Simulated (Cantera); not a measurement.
A closed system holds: 1 mol SiH4, a varied amount of H2, equilibrated at 1902 °C and 0.0810 bar.

Equilibrium computed with Cantera from the NASA thermochemical tables; the gas is ideal and each condensed phase is pure. Candidate condensed phases: Si; 9 gas species. Gases not in the tables: Si2H6 and higher silanes. The numbers say what is thermodynamically allowed, not how fast it happens.

Problem. Which condensed phases are stable at each of these points (n(H2) (mol)): 73, 130, 190, 250, 310, 370, 430, 490, 550, 610, 670, 730?

Solution. 
| n(H2) (mol) | condensed phases | Si condensed (%) |
|---|---|---|
| 73 | Si(l) | 66.4 |
| 130 | Si(l) | 40.8 |
| 190 | Si(l) | 13.9 |
| 250 | gas only | 0.0 |
| 310 | gas only | 0.0 |
| 370 | gas only | 0.0 |
| 430 | gas only | 0.0 |
| 490 | gas only | 0.0 |
| 550 | gas only | 0.0 |
| 610 | gas only | 0.0 |
| 670 | gas only | 0.0 |
| 730 | gas only | 0.0 |

From 73 mol H2 to 190 mol H2 the condensed part is Si(l). From 250 mol H2 to 730 mol H2 nothing is condensed.
